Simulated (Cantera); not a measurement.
A closed system holds: 1 mol C2H5OH, 0.073 mol NH3, equilibrated at 1273 K and 2.00 mbar.

Cantera equilibrium calculation (NASA polynomials, part measured and part estimated; ideal gas, pure solids and liquids). The numbers say what is thermodynamically allowed, not how fast it happens.

| species | before | after |
|---|---|---|
| H2 | 0.750 | 0.750 |
| CO | 0.241 | 0.248 |
| N2 | 0.00880 | 0.00173 |
| HCN | 1.30e-5 | 5.76e-6 |
| CH4 | 1.06e-5 | 1.06e-5 |
| H | 1.38e-5 | 1.38e-5 |
| C(graphite), mol | 1.000 | 1.000 |
Gas species are given as mole fractions.

Problem. What was changed between the two runs?
A. NH3 from 0.073 to 0.16 mol
B. NH3 from 0.073 to 0.014 mol
C. NH3 from 0.073 to 0.97 mol
D. temperature from 1273 K to 2025 K

Solution. B, NH3 from 0.073 to 0.014 mol
